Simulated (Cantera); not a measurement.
Input (Python, Cantera):

```python
import numpy as np
import cantera as ct

surf = ct.Interface("diamond.yaml", "diamond_100")
gas, bulk = surf.adjacent["gas"], surf.adjacent["diamond"]
k = surf.kinetics_species_index(bulk.species_names[0])
cover = ["c6HH", "c6H*", "c6*H", "c6**", "c6HM", "c6B"]

rows, drift = [], 0.0
print(f"{'xH':>10s}{'um/h':>11s}" + "".join(f"{s:>11s}" for s in cover))
for v in [0.0001, 0.00024, 0.00057, 0.0013, 0.0032, 0.0076, 0.018, 0.043, 0.1]:
    T, P, xH, xCH3 = 1048, 1400, v, 0.00021
    gas.TPX = T, P, {"H": xH, "CH3": xCH3, "CH4": 0.018, "H2": 1 - xH - xCH3 - 0.018}
    surf.TP = bulk.TP = T, P
    surf.coverages = "c6H*:0.1, c6HH:0.9"
    surf.advance_coverages(100.0)
    before = surf.coverages
    surf.advance_coverages(100.0)
    drift = max(drift, np.max(np.abs(surf.coverages - before) / (surf.coverages + 1e-9)))
    rate = surf.net_production_rates[k] * bulk.mean_molecular_weight / bulk.density * 3.6e9
    rows.append([rate, *surf[cover].coverages])
    print(f"{v:10.4g}{rate:11.4e}" + "".join(f"{x:11.3e}" for x in rows[-1][1:]))
```

Output:

```
        xH       um/h       c6HH       c6H*       c6*H       c6**       c6HM        c6B
    0.0001 7.3964e-02  5.863e-01  1.922e-02  3.460e-01  4.324e-03  2.810e-02  2.007e-10
   0.00024 1.7843e-01  5.545e-01  2.058e-02  3.704e-01  7.276e-03  3.108e-02  4.842e-10
   0.00057 3.8294e-01  5.413e-01  2.126e-02  3.826e-01  9.849e-03  3.031e-02  1.039e-09
    0.0013 6.9972e-01  5.391e-01  2.170e-02  3.905e-01  1.151e-02  2.539e-02  1.899e-09
    0.0032 1.1268e+00  5.427e-01  2.212e-02  3.979e-01  1.258e-02  1.702e-02  3.058e-09
    0.0076 1.4842e+00  5.473e-01  2.243e-02  4.033e-01  1.313e-02  9.542e-03  4.028e-09
     0.018 1.7122e+00  5.506e-01  2.265e-02  4.066e-01  1.341e-02  4.669e-03  4.646e-09
     0.043 1.8324e+00  5.523e-01  2.282e-02  4.083e-01  1.355e-02  2.096e-03  4.972e-09
       0.1 1.8882e+00  5.531e-01  2.303e-02  4.089e-01  1.363e-02  9.292e-04  5.124e-09
```

Cantera simulation using the Harris–Goodwin 1993 mechanism for the reconstructed diamond (100) surface; the numbers are that mechanism's predictions, not measurements.
